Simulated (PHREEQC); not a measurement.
2.6 g of hydrous ferric oxide (600 m²/g; 0.2 weak and 0.005 strong sites per Fe, Dzombak-Morel constants, diffuse double layer) in 1 kg of water with 0.01 mol/kgw of an inert sodium salt and 2.1e-05 mol/kgw Na2SO4 and 0.0011 mol/kgw ZnCl2, at 25 °C; the pH is set by adding NaOH or the inert anion's acid. O2 is buffered at 0.21 atm. No CO2 enters from the air. No solid was allowed to form.

Computed with PHREEQC (ion-association model, wateq4f.dat).

```json
[
 {"pH": "4", "S sorbed (%)": "100.0", "Zn sorbed (%)": "0.3", "surface charge σ (C/m²)": "0.235", "surface potential ψ (mV)": "179"},
 {"pH": "4.5", "S sorbed (%)": "100.0", "Zn sorbed (%)": "2.0", "surface charge σ (C/m²)": "0.177", "surface potential ψ (mV)": "___"},
 {"pH": "5", "S sorbed (%)": "99.9", "Zn sorbed (%)": "7.8", "surface charge σ (C/m²)": "0.126", "surface potential ψ (mV)": "149"},
 {"pH": "5.5", "S sorbed (%)": "99.8", "Zn sorbed (%)": "16.0", "surface charge σ (C/m²)": "0.087", "surface potential ψ (mV)": "131"},
 {"pH": "6", "S sorbed (%)": "99.1", "Zn sorbed (%)": "35.0", "surface charge σ (C/m²)": "0.059", "surface potential ψ (mV)": "113"},
 {"pH": "6.5", "S sorbed (%)": "96.7", "Zn sorbed (%)": "70.5", "surface charge σ (C/m²)": "0.041", "surface potential ψ (mV)": "___"},
 {"pH": "7", "S sorbed (%)": "86.2", "Zn sorbed (%)": "93.3", "surface charge σ (C/m²)": "0.028", "surface potential ψ (mV)": "78"},
 {"pH": "7.5", "S sorbed (%)": "48.4", "Zn sorbed (%)": "99.0", "surface charge σ (C/m²)": "0.016", "surface potential ψ (mV)": "54"},
 {"pH": "8", "S sorbed (%)": "___", "Zn sorbed (%)": "99.9", "surface charge σ (C/m²)": "0.007", "surface potential ψ (mV)": "28"},
 {"pH": "8.5", "S sorbed (%)": "1.4", "Zn sorbed (%)": "100.0", "surface charge σ (C/m²)": "0.000", "surface potential ψ (mV)": "1"},
 {"pH": "9", "S sorbed (%)": "0.2", "Zn sorbed (%)": "100.0", "surface charge σ (C/m²)": "-0.007", "surface potential ψ (mV)": "-26"},
 {"pH": "9.5", "S sorbed (%)": "0.0", "Zn sorbed (%)": "100.0", "surface charge σ (C/m²)": "-0.016", "surface potential ψ (mV)": "-53"},
 {"pH": "10", "S sorbed (%)": "0.0", "Zn sorbed (%)": "100.0", "surface charge σ (C/m²)": "-0.029", "surface potential ψ (mV)": "-79"},
 {"pH": "10.5", "S sorbed (%)": "0.0", "Zn sorbed (%)": "100.0", "surface charge σ (C/m²)": "-0.048", "surface potential ψ (mV)": "-102"},
 {"pH": "11", "S sorbed (%)": "0.0", "Zn sorbed (%)": "100.0", "surface charge σ (C/m²)": "___", "surface potential ψ (mV)": "-123"},
 {"pH": "11.5", "S sorbed (%)": "0.0", "Zn sorbed (%)": "99.8", "surface charge σ (C/m²)": "-0.115", "surface potential ψ (mV)": "-140"},
 {"pH": "12", "S sorbed (%)": "0.0", "Zn sorbed (%)": "98.4", "surface charge σ (C/m²)": "-0.169", "surface potential ψ (mV)": "-149"}
]
```

Complete the blanks.


- 4.5, surface potential ψ (mV): 165
- 6.5, surface potential ψ (mV): 97
- 8, S sorbed (%): 10.7
- 11, surface charge σ (C/m²): -0.076
